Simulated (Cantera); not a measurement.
Standard-state values (1 bar) from the NASA 1993 polynomials, evaluated with Cantera. Values are per mole of reaction as written; species without (g) are pure solids or liquids, kept so even where they would boil at 1 bar.

CS₂(g) + 2 Si → Si₂C(g) + 2 S

```tsv
T (K)	ΔH° (kJ)	ΔS° (J/K)	ΔG° (kJ)	log10 K
600	429.9	57.0	395.8	-34.45
650	430.9	58.5	392.9	-31.57
700	431.5	59.5	389.9	-29.10
750	432.0	60.2	386.9	-26.95
800	432.5	60.8	383.9	-25.07
850	433.1	61.5	380.8	-23.40
900	433.8	62.3	377.7	-21.92
950	___	___	___	___
1000	___	___	___	___
```

Task: What belongs in the gaps?

Result: 
- 950, ΔH° (kJ): 434.6
- 950, ΔS° (J/K): 63.2
- 950, ΔG° (kJ): 374.6
- 950, log10 K: -20.60
- 1000, ΔH° (kJ): 435.3
- 1000, ΔS° (J/K): 63.8
- 1000, ΔG° (kJ): 371.4
- 1000, log10 K: -19.40
